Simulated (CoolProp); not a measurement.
A Linde-Hampson liquefier for nitrogen: isothermal reversible compression at 280 K from 1 atm to 5 MPa, throttling to 1 atm, return gas leaving the recuperator 0 K below the feed. Each further row changes one setting.

The numbers come from the reference Helmholtz-energy equation of state, Span 2000 in CoolProp.

```csv
case,liquid yield per pass,compression work (kJ/kg of gas)
as stated,0.029,323
high pressure 10 MPa,0.055,380
warm-end temperature 310 K,0.021,358
warm-end gap 5 K,0.017,323
```
